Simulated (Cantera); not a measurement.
# C + NH3 (carbon deposition, reforming and gasification)

Feed: 1 mol C, 0.049 mol NH3, equilibrated at 1877 °C.

Cantera equilibrium calculation (NASA polynomials, part measured and part estimated; ideal gas, pure solids and liquids). Candidate condensed phases: C, C6H6, C7H8, C8H18; 92 gas species. The ideal-gas law is rough above about 30 bar. Rates play no part.

```json
[
 {"P (Pa)": "10", "x H2": "0.487", "x H": "0.294", "x N2": "0.209", "x CH4": "6.97e-9", "x HCN": "0.00814", "x C2H2 (acetylene)": "0.000943", "x HNC": "0.000596", "x NH3": "2.47e-10", "n C(graphite)": "0.999"},
 {"P (Pa)": "46", "x H2": "0.609", "x H": "0.154", "x N2": "0.226", "x CH4": "5.02e-8", "x HCN": "0.00947", "x C2H2 (acetylene)": "0.00118", "x HNC": "0.000693", "x NH3": "1.66e-9", "n C(graphite)": "0.999"},
 {"P (Pa)": "220", "x H2": "0.678", "x H": "0.0741", "x N2": "0.235", "x CH4": "2.97e-7", "x HCN": "0.0102", "x C2H2 (acetylene)": "0.00131", "x HNC": "0.000746", "x NH3": "9.49e-9", "n C(graphite)": "0.999"},
 {"P (Pa)": "1000", "x H2": "0.712", "x H": "0.0356", "x N2": "0.240", "x CH4": "1.49e-6", "x HCN": "0.0105", "x C2H2 (acetylene)": "0.00138", "x HNC": "0.000772", "x NH3": "4.68e-8", "n C(graphite)": "0.999"},
 {"P (Pa)": "4600", "x H2": "0.728", "x H": "0.0168", "x N2": "0.242", "x CH4": "7.16e-6", "x HCN": "0.0107", "x C2H2 (acetylene)": "0.00141", "x HNC": "0.000784", "x NH3": "2.24e-7", "n C(graphite)": "0.999"},
 {"P (Pa)": "22000", "x H2": "0.736", "x H": "0.00771", "x N2": "0.243", "x CH4": "3.50e-5", "x HCN": "0.0108", "x C2H2 (acetylene)": "0.00143", "x HNC": "0.000790", "x NH3": "1.09e-6", "n C(graphite)": "0.999"},
 {"P (Pa)": "100000", "x H2": "0.739", "x H": "0.00363", "x N2": "0.244", "x CH4": "0.000161", "x HCN": "0.0108", "x C2H2 (acetylene)": "0.00143", "x HNC": "0.000793", "x NH3": "5.00e-6", "n C(graphite)": "0.999"},
 {"P (Pa)": "460000", "x H2": "0.740", "x H": "0.00169", "x N2": "0.244", "x CH4": "0.000740", "x HCN": "0.0109", "x C2H2 (acetylene)": "0.00143", "x HNC": "0.000794", "x NH3": "2.31e-5", "n C(graphite)": "0.998"},
 {"P (Pa)": "2200000", "x H2": "0.737", "x H": "0.000772", "x N2": "0.245", "x CH4": "0.00351", "x HCN": "0.0108", "x C2H2 (acetylene)": "0.00143", "x HNC": "0.000794", "x NH3": "0.000110", "n C(graphite)": "0.998"},
 {"P (Pa)": "10000000", "x H2": "0.722", "x H": "0.000358", "x N2": "0.248", "x CH4": "0.0153", "x HCN": "0.0108", "x C2H2 (acetylene)": "0.00140", "x HNC": "0.000790", "x NH3": "0.000487", "n C(graphite)": "0.997"}
]
```
x: gas mole fraction; n: condensed amount in mol.

From 10.0 Pa to 1.00e7 Pa the condensed part is C(graphite). The main C-bearing gas is HCN at 10.0 Pa and CH4 at 1.00e7 Pa.
